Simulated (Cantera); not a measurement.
Input (Python, Cantera) and output of one run.

```python
import numpy as np
import cantera as ct

gas_names = """
    Hg N NO NO2 NO3 N2 N2O O O2 O3
""".split()
cond_names = """
    Hg(cr) Hg(L) HgO(s)
""".split()


# ... load() reads the species with a 1 bar reference pressure and builds the phases ...
atoms = {
    'Hg': {'Hg': 1},
    'N2': {'N': 2},
    'O2': {'O': 2},
}
top_T = {}  # K; cautious upper limits of use, not melting points


# ... equilibrate(T, P, feed) seeds the gas with the atoms and calls Mixture.equilibrate('TP', solver="vcs", rtol=1e-11, max_steps=5000) ...
results = []
feed = {'Hg': 1, 'N2': 4, 'O2': 0.03}  # mol
T = 698.15  # K
for P in [10, 42, 180, 750, 3200, 13000, 56000, 240000, 1000000]:
    mix = equilibrate(T, P, feed)
    results.append((T, P, feed, dict(zip(mix.species_names, mix.species_moles))))
    x = sorted(zip(gas.X, gas.species_names), reverse=True)
    print(f"T = {T:g} K  P = {P:g} Pa  gas = {mix.phase_moles(0):.4g} mol")
    print("   x: " + "  ".join(f"{s} {v:.3e}" for v, s in x if v > 1e-06))
    print("   condensed (mol): " + ("  ".join(f"{mix.phase(i).name} {mix.phase_moles(i):.4g}"
          for i in range(1, mix.n_phases) if mix.phase_moles(i) > 1e-12) or "none"))
```

It prints:

```
T = 698.15 K  P = 10 Pa  gas = 5.03 mol
   x: N2 7.952e-01  Hg 1.988e-01  O2 5.964e-03
   condensed (mol): none
T = 698.15 K  P = 42 Pa  gas = 5.03 mol
   x: N2 7.952e-01  Hg 1.988e-01  O2 5.964e-03
   condensed (mol): none
T = 698.15 K  P = 180 Pa  gas = 5.03 mol
   x: N2 7.952e-01  Hg 1.988e-01  O2 5.964e-03
   condensed (mol): none
T = 698.15 K  P = 750 Pa  gas = 5.03 mol
   x: N2 7.952e-01  Hg 1.988e-01  O2 5.964e-03
   condensed (mol): none
T = 698.15 K  P = 3200 Pa  gas = 5.03 mol
   x: N2 7.952e-01  Hg 1.988e-01  O2 5.964e-03
   condensed (mol): none
T = 698.15 K  P = 13000 Pa  gas = 5.03 mol
   x: N2 7.952e-01  Hg 1.988e-01  O2 5.964e-03
   condensed (mol): none
T = 698.15 K  P = 56000 Pa  gas = 5.03 mol
   x: N2 7.952e-01  Hg 1.988e-01  O2 5.964e-03
   condensed (mol): none
T = 698.15 K  P = 240000 Pa  gas = 5.03 mol
   x: N2 7.952e-01  Hg 1.988e-01  O2 5.964e-03
   condensed (mol): none
T = 698.15 K  P = 1e+06 Pa  gas = 4.953 mol
   x: N2 8.075e-01  Hg 1.916e-01  O2 9.035e-04
   condensed (mol): HgO(s) 0.05105
```

Cantera equilibrium calculation (NASA polynomials, part measured and part estimated; ideal gas, pure solids and liquids).
